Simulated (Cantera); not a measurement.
A freely propagating, adiabatic, planar premixed flame of CH₄ : O₂ : N₂ = 1 : 2 : 5.85 (molar parts), equivalence ratio 1.0, unburnt at 600 K and 2.50 bar; mixture-averaged transport, grid criteria slope 0.08 and curve 0.16, no radiation.

Model: GRI-Mech 3.0 (53 species, 325 reactions), integrated in Cantera. Burning velocities carry a grid error of a few per cent, more on coarse grids.

Q: Predict: laminar burning velocity; thermal thickness; peak x(CH₃); peak x(H₂O₂); peak x(C₂H₂); peak x(C₂H).

A: 
```json
{
  "laminar_burning_velocity": "145 cm/s",
  "thermal_thickness": "0.121 mm",
  "peak x(CH₃)": "0.00406",
  "peak x(H₂O₂)": "2.99e-5",
  "peak x(C₂H₂)": "0.000268",
  "peak x(C₂H)": "1.14e-6"
}
```
